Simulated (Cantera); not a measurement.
A freely propagating, adiabatic, planar premixed flame of H₂ : O₂ : N₂ = 1 : 0.526 : 1.95 (molar parts), unburnt at 375 K and 7500 Torr; mixture-averaged transport, grid criteria slope 0.08 and curve 0.16, no radiation.

Computed with Cantera and the H2/O2 subset of GRI-Mech 3.0, which has no nitrogen chemistry. The hydrogen kinetics of GRI-Mech 3.0 are dated; newer H2 mechanisms differ, most at raised pressure. Burning velocities carry a grid error of a few per cent, more on coarse grids.

What does this change do: inlet temperature 375 to 700 K?


| quantity | before | after |
|---|---|---|
| laminar burning velocity | 200 cm/s | 819 cm/s |
| thermal thickness | 0.0252 mm | 0.0264 mm |
| peak x(HO₂) | 0.00149 | 0.00129 |
| peak x(H) | 0.0113 | 0.0245 |
| peak x(O) | 0.00407 | 0.00803 |

What does this change do: H2 1 to 1.3 parts?


```tsv
quantity	before	after
laminar burning velocity	200 cm/s	330 cm/s
thermal thickness	0.0252 mm	0.0214 mm
peak x(HO₂)	0.00149	0.00167
peak x(H)	0.0113	0.0259
peak x(O)	0.00407	0.00359
```
